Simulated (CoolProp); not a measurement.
Vapour-liquid equilibrium of R143a (1) + R152A (2) at 1570 kPa; x and y are mole fractions of (1).

The numbers come from the multi-fluid Helmholtz-energy mixture model, Lemmon and Jacobsen 2000 and Outcalt 1996; pair parameters Bell 2016 in CoolProp.

```csv
x,"bubble temperature, mixture model (K)","bubble temperature, Raoult's law (K)","y, mixture model","y, Raoult's law"
0.05,(withheld),333.2,0.083,0.092
0.15,328.8,329.6,(withheld),0.254
0.25,(withheld),326.2,(withheld),0.393
0.35,322.1,323.1,0.468,0.513
0.45,319.2,320.1,(withheld),0.618
0.55,(withheld),317.4,0.658,0.709
0.65,314.1,314.8,0.741,0.788
0.75,311.9,312.3,(withheld),0.858
0.85,309.8,310.0,0.893,0.920
0.95,307.7,307.8,0.965,0.975
```

**Question.** Fill in the missing entries.

**Answer.** 
- 0.05, bubble temperature, mixture model (K): 332.9
- 0.15, y, mixture model: 0.230
- 0.25, bubble temperature, mixture model (K): 325.3
- 0.25, y, mixture model: 0.357
- 0.45, y, mixture model: 0.567
- 0.55, bubble temperature, mixture model (K): 316.6
- 0.75, y, mixture model: 0.819

The largest gap from Raoult's law is -1.0 K in bubble temperature, at x = 0.35. No azeotrope shows between x = 0.05 and 0.95.

The pair parameters rest on a limited set of measurements; away from them the model extrapolates.
